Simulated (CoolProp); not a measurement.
Vapour-liquid equilibrium of acetone (1) + p-xylene (2) at 0.41 MPa; x and y are mole fractions of (1).

Model: multi-fluid Helmholtz-energy mixture model, Lemmon 2006 and Zhou 2012; pair parameters Bell 2016, in CoolProp.

```json
[
 {"x": "0.05", "bubble temperature (K)": "456.3", "y at the bubble point": "0.291", "dew temperature at overall composition x (K)": "470.2", "liquid density (mol/L)": "6.760"},
 {"x": "0.15", "bubble temperature (K)": "433.0", "y at the bubble point": "0.599", "dew temperature at overall composition x (K)": "464.7", "liquid density (mol/L)": "7.260"},
 {"x": "0.25", "bubble temperature (K)": "418.4", "y at the bubble point": "0.739", "dew temperature at overall composition x (K)": "458.8", "liquid density (mol/L)": "7.708"},
 {"x": "0.35", "bubble temperature (K)": "408.6", "y at the bubble point": "0.815", "dew temperature at overall composition x (K)": "452.4", "liquid density (mol/L)": "8.144"},
 {"x": "0.45", "bubble temperature (K)": "401.4", "y at the bubble point": "0.863", "dew temperature at overall composition x (K)": "445.3", "liquid density (mol/L)": "8.592"},
 {"x": "0.55", "bubble temperature (K)": "395.7", "y at the bubble point": "0.898", "dew temperature at overall composition x (K)": "437.4", "liquid density (mol/L)": "9.066"},
 {"x": "0.65", "bubble temperature (K)": "390.8", "y at the bubble point": "0.925", "dew temperature at overall composition x (K)": "428.2", "liquid density (mol/L)": "9.579"},
 {"x": "0.75", "bubble temperature (K)": "386.6", "y at the bubble point": "0.949", "dew temperature at overall composition x (K)": "417.2", "liquid density (mol/L)": "10.14"},
 {"x": "0.85", "bubble temperature (K)": "382.6", "y at the bubble point": "0.970", "dew temperature at overall composition x (K)": "403.5", "liquid density (mol/L)": "10.77"},
 {"x": "0.95", "bubble temperature (K)": "378.8", "y at the bubble point": "0.990", "dew temperature at overall composition x (K)": "386.3", "liquid density (mol/L)": "11.47"}
]
```

No azeotrope shows between x = 0.05 and 0.95.

The pair parameters rest on a limited set of measurements; away from them the model extrapolates.
